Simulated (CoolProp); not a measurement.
Vapour-liquid equilibrium of C2F6 (R116) (1) + R143a (2) at 207.4 K; x and y are mole fractions of (1).

Model: multi-fluid Helmholtz-energy mixture model, Lemmon 2006 and Lemmon and Jacobsen 2000; pair parameters Bell 2016, in CoolProp.

Q: Give the bubble pressure and the first vapour's composition at x = 0.35, 0.55, 0.95. Is there an azeotrope?

A: x = 0.35: 0.1471 MPa, y = 0.793; x = 0.55: 0.1651 MPa, y = 0.836; x = 0.95: 0.1868 MPa, y = 0.960. No azeotrope shows between x = 0.05 and 0.95.

The pair parameters rest on a limited set of measurements; away from them the model extrapolates. With so large a gap from Raoult's law the liquid may split in two, which this calculation doesn't test in full.
